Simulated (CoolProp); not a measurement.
The numbers come from the reference Helmholtz-energy equation of state, Tillner-Roth 1994 in CoolProp.

Task: For R134a, give the phase and the density (kg/m³), cv (kJ/(kg K)), Joule-Thomson coefficient (K/MPa) at 143.55 °C and 178 bar; 143.55 °C and 203 bar.

Result: 
- 143.55 °C and 178 bar: supercritical; density 891, cv 1.06, Joule-Thomson coefficient 0.579
- 143.55 °C and 203 bar: supercritical; density 925, cv 1.05, Joule-Thomson coefficient 0.405
